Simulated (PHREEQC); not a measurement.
Make-up at 25 °C: 0.026 mol HF and 0.001 mol CuSO4 per kg of water. Closed to the air; pH follows from the charge balance.

Model: ion-association model, wateq4f.dat, run in PHREEQC.

Task: The ionic strength comes out as 0.00745 mol/kgw. What activity coefficients do HF2-, H+, HSO4-, F-, Cu+2 get?

Result: HF2- 0.91, H+ 0.92, HSO4- 0.91, F- 0.91, Cu+2 0.71.

This is a speciation only: nothing precipitates in the calculation. wateq4f.dat counts part of the HF as a dimer, H2F2, which phreeqc.dat doesn't know; its constant is uncertain.
